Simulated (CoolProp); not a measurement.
Vapour-liquid equilibrium of 1-butene (1) + n-perfluorobutane (2) at 337.1 K; x and y are mole fractions of (1).

Values from CoolProp's multi-fluid Helmholtz-energy mixture model, Lemmon 2005 and Gao 2022; pair parameters Bell 2016.

Q: Give the bubble pressure and the first vapour's composition at x = 0.425, 0.725, 0.95. Is there an azeotrope?

A: x = 0.425: 1.269 MPa, y = 0.533; x = 0.725: 1.282 MPa, y = 0.615; x = 0.95: 1.043 MPa, y = 0.801. y crosses x between x = 0.575 and 0.65: the model has an azeotrope there.

Pair parameters are fitted to limited data, so mixtures are less certain than the pure fluids. With so large a gap from Raoult's law the liquid may split in two, which this calculation doesn't test in full.
